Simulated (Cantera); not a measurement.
Input (Python, Cantera) and output of one run.

```python
import numpy as np
import cantera as ct

gas_names = """
    C CH CH2 CH3 CH4 CN C2 C2H C2H2,acetylene C2H2,vinylidene C2H3,vinyl CH3CN C2H4 C2H5 C2H6 CCN CNC
    C2N2 C3 C3H3,propargyl C3H4,allene C3H4,propyne C3H4,cyclo- C3H5,allyl C3H6,propylene C3H6,cyclo-
    C3H7,n-propyl C3H7,i-propyl C3H8 C4 C4H2 C4H4,1,3-cyclo- C4H6,butadiene C4H6,2-butyne C4H6,cyclo-
    C4H8,1-butene C4H8,cis2-buten C4H8,tr2-butene C4H8,isobutene C4H8,cyclo- C4H9,n-butyl C4H9,i-butyl
    C4H9,s-butyl C4H9,t-butyl C4H10,isobutane C4H10,n-butane C4N2 C5 C5H6,1,3cyclo- C5H8,cyclo-
    C5H10,1-pentene C5H10,cyclo- C5H11,pentyl C5H11,t-pentyl C5H12,n-pentane C5H12,i-pentane
    CH3C(CH3)2CH3 C6H2 C6H5,phenyl C6H6 C6H10,cyclo- C6H12,1-hexene C6H12,cyclo- C6H13,n-hexyl
    C7H7,benzyl C7H8 C7H14,1-heptene C7H15,n-heptyl C7H16,n-heptane C8H8,styrene C8H10,ethylbenz
    C8H16,1-octene C8H17,n-octyl C8H18,isooctane C8H18,n-octane C9H19,n-nonyl C10H8,naphthale
    C10H21,n-decyl C12H9,o-bipheny C12H10,bipheny H HCN HCCN HNC H2 N NH NH2 NH3 N2 N2H2 N2H4
""".split()
cond_names = """
    C(gr) C6H6(L) C7H8(L) C8H18(L),n-octa
""".split()


def load(file, names, dense=False):
    # The tables refer to 1 bar. Condensed volumes are neglected.
    table = {s.name: s for s in ct.Species.list_from_file(file)}
    out = []
    for n in names:
        d = dict(table[n].input_data)
        d["thermo"] = dict(d["thermo"], **{"reference-pressure": 1e5})
        if dense:
            d["equation-of-state"] = {"model": "constant-volume", "density": "1e6 g/cm^3"}
        out.append(ct.Species.from_dict(d))
    return out


gas = ct.Solution(thermo="ideal-gas", species=load("nasa_gas.yaml", gas_names))
cond = {s.name: ct.Solution(thermo="fixed-stoichiometry", species=[s], name=s.name)
        for s in load("nasa_condensed.yaml", cond_names, dense=True)}
atoms = {
    'C': {'C': 1},
    'NH3': {'N': 1, 'H': 3},
}
top_T = {'C(gr)': 4500}  # K; cautious upper limits of use, not melting points


def equilibrate(T, P, feed):
    n = {}
    for name, mol in feed.items():
        for a, k in atoms[name].items():
            n[a] = n.get(a, 0.0) + k * mol
    gas.TPX = T, P, n
    mass = sum(n.values()) * gas.mean_molecular_weight
    gas.equilibrate("TP")
    valid = [c for c in cond.values() if c.min_temp <= T <= top_T.get(c.name, c.max_temp)]
    mix = ct.Mixture([(gas, mass / gas.mean_molecular_weight)] + [(c, 0.0) for c in valid])
    mix.T, mix.P = T, P
    mix.equilibrate("TP", solver="vcs", rtol=1e-11, max_steps=5000)
    return mix


results = []
feed = {'C': 1, 'NH3': 0.55}  # mol
T = 1950  # K
P = 86000  # Pa
mix = equilibrate(T, P, feed)
results.append((T, P, feed, dict(zip(mix.species_names, mix.species_moles))))
x = sorted(zip(gas.X, gas.species_names), reverse=True)
print(f"T = {T:g} K  P = {P:g} Pa  gas = {mix.phase_moles(0):.4g} mol")
print("   x: " + "  ".join(f"{s} {v:.3e}" for v, s in x if v > 0.0001))
print("   condensed (mol): " + ("  ".join(f"{mix.phase(i).name} {mix.phase_moles(i):.4g}"
      for i in range(1, mix.n_phases) if mix.phase_moles(i) > 1e-12) or "none"))
```

Result:

```
T = 1950 K  P = 86000 Pa  gas = 1.1 mol
   x: H2 7.456e-01  N2 2.472e-01  HCN 5.173e-03  H 1.067e-03  C2H2,acetylene 4.075e-04  HNC 2.678e-04  CH4 2.326e-04
   condensed (mol): C(gr) 0.9928
```

Equilibrium computed with Cantera from the NASA thermochemical tables; the gas is ideal and each condensed phase is pure.
